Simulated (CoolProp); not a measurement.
Computed with CoolProp (reference Helmholtz-energy equation of state, Zhou 2011).

Question: For dimethyl carbonate, give the phase and the cv (kJ/(kg K)), expansivity (1/kK) at 326.85 °C and 1340 kPa.

Answer: 
- 326.85 °C and 1340 kPa: gas; cv 1.78, expansivity 2.17
